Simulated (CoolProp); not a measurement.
Vapour-liquid equilibrium of benzene (1) + ethanol (2) at 36.8 kPa; x and y are mole fractions of (1).

Model: multi-fluid Helmholtz-energy mixture model, Thol 2012 and Schroeder 2014; pair parameters Bell 2016, in CoolProp.

| x | bubble temperature, mixture model (°C) | bubble temperature, Raoult's law (°C) | y, mixture model | y, Raoult's law |
|---|---|---|---|---|
| 0.05 | 51.5 | 54.6 | 0.181 | 0.058 |
| 0.15 | 46.5 | 54.2 | … | 0.173 |
| 0.25 | 43.7 | 53.8 | … | 0.283 |
| 0.35 | 42.4 | 53.4 | 0.584 | 0.391 |
| 0.45 | … | 52.9 | 0.604 | 0.495 |
| 0.55 | 41.9 | 52.5 | … | 0.595 |
| 0.65 | 41.9 | 52.1 | 0.613 | 0.691 |
| 0.75 | 42.1 | 51.6 | 0.625 | 0.784 |
| 0.85 | 42.9 | 51.1 | 0.669 | 0.873 |
| 0.95 | 46.1 | 50.7 | 0.812 | 0.959 |

**Question.** Some entries are withheld; supply them.

**Answer.** 
- 0.15, y, mixture model: 0.415
- 0.25, y, mixture model: 0.531
- 0.45, bubble temperature, mixture model (°C): 42.0
- 0.55, y, mixture model: 0.610

The largest gap from Raoult's law is -11.0 K in bubble temperature, at x = 0.35. y crosses x between x = 0.55 and 0.65: the model has an azeotrope there.

The pair parameters rest on a limited set of measurements; away from them the model extrapolates.
